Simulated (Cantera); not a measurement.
Input (Python, Cantera):

```python
import numpy as np
import cantera as ct

gas = ct.Solution("gri30.yaml")
gas.TPX = 748, 500000, {'CH4': 1, 'C2H6': 0.15, 'C3H8': 0.26, 'O2': 4.55, 'N2': 23, 'CO2': 1.3}
inlet = ct.Reservoir(gas, clone=True)
gas.equilibrate("HP")  # start burning
reactor = ct.IdealGasConstPressureReactor(gas, energy="on", clone=False)
exhaust = ct.Reservoir(gas, clone=True)
tau = [0.038, 0.018, 0.0083, 0.0039, 0.0018, 0.00085, 0.00039, 0.00018, 8.6e-05, 4e-05][0]
for a, b in ((inlet, reactor), (reactor, exhaust)):
    ct.MassFlowController(a, b, mdot=lambda t: reactor.mass / tau)
net = ct.ReactorNet([reactor])
show = ['CH4', 'C2H6', 'C3H8', 'HCO', 'H', 'H2O', 'NO2']

rows = []
print(f"{'tau/s':>10s}{'T/K':>9s}" + "".join(f"{s:>11s}" for s in show))
for tau in [0.038, 0.018, 0.0083, 0.0039, 0.0018, 0.00085, 0.00039, 0.00018, 8.6e-05, 4e-05]:
    net.initial_time = 0.0
    net.advance(30 * tau)
    before = gas.X
    net.advance(40 * tau)
    drift = np.max(np.abs(gas.X - before) / (gas.X + 1e-9))
    rows.append([gas.T, *gas[show].X, drift])
    print(f"{tau:10.3e}{gas.T:9.1f}" + "".join(f"{x:11.3e}" for x in gas[show].X))
```

It prints:

```
     tau/s      T/K        CH4       C2H6       C3H8        HCO          H        H2O        NO2
 3.800e-02   2056.0  2.698e-06  5.643e-08  9.555e-08  9.809e-09  2.501e-05  1.130e-01  2.993e-07
 1.800e-02   2051.9  4.840e-06  1.109e-07  1.890e-07  2.085e-08  3.726e-05  1.128e-01  2.278e-07
 8.300e-03   2044.7  8.475e-06  2.169e-07  3.717e-07  4.577e-08  6.259e-05  1.125e-01  1.865e-07
 3.900e-03   2033.6  1.429e-05  4.071e-07  6.980e-07  9.922e-08  1.103e-04  1.120e-01  1.577e-07
 1.800e-03   2016.9  2.429e-05  7.611e-07  1.295e-06  2.205e-07  2.004e-04  1.112e-01  1.298e-07
 8.500e-04   1993.9  4.119e-05  1.385e-06  2.317e-06  4.810e-07  3.526e-04  1.103e-01  1.036e-07
 3.900e-04   1961.5  7.353e-05  2.593e-06  4.224e-06  1.082e-06  6.088e-04  1.090e-01  7.933e-08
 1.800e-04   1918.5  1.385e-04  4.989e-06  7.864e-06  2.415e-06  9.785e-04  1.074e-01  5.879e-08
 8.600e-05   1863.1  2.823e-04  1.015e-05  1.545e-05  5.185e-06  1.387e-03  1.054e-01  4.116e-08
 4.000e-05   1755.9  9.609e-04  3.380e-05  4.826e-05  1.163e-05  1.399e-03  1.015e-01  2.032e-08
```

Model: GRI-Mech 3.0 (53 species, 325 reactions), integrated in Cantera.
